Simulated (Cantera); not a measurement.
Gas mixture: H2O : CH3OH = 0.5 : 0.91 (molar parts), at 1.20 bar, frozen composition.

Cantera's kinetic-theory transport with the Lennard-Jones parameters of GRI-Mech 3.0, ideal gas; thermal conductivity in the multicomponent form. Polar gases are described roughly by these parameters. The composition is frozen, though it would react at the higher temperatures.

One state of this run: ρ (kg/m³) = 0.391; cp (J/kg/K) = 2679; μ (µPa s) = 32.8; λ (mW/m/K) = 119; Pr = 0.736; D (cm²/s) H2O = 1.38; D (cm²/s) H2 = 4.80; D (cm²/s) NH3 = 1.46. D: mixture-averaged diffusion coefficient of that species in the mixture.

Question: Which value of T (K) does it belong to?
A) 600
B) 1100
C) 1000
D) 900

Answer: C, 1000
